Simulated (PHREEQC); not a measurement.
A column of 0.2 m (40 cells, dispersivity 0.016 m, 3600 s a shift, diffusion coefficient 3e-10 m²/s) holds 0.014 eq of the database's cation exchanger X per kg of pore water, first in equilibrium with 0.0012 mol MgCl2, 0.00035 mol (NH4)2SO4 and 1e-05 mol HCl per kg of water. It is flushed with 28 mmol/kgw KCl and 0.01 mmol/kgw HCl, at 40 °C. Values are for the last cell. The system is closed to CO2. No solid was allowed to form.

Computed with PHREEQC (ion-association model, phreeqc.dat).

Predict K in solution (mol/kgw), S in solution (mol/kgw) at pore volumes = 0.5125, 2.013, 2.263, 3.013.


```tsv
pore volumes	K in solution (mol/kgw)	S in solution (mol/kgw)
0.5125	7.24e-5	0.000330
2.013	0.0233	7.35e-6
2.263	0.0246	3.23e-6
3.013	0.0266	2.60e-7
```

At this temperature some constants are extrapolated from 25 °C, and those without enthalpy data are left unchanged.
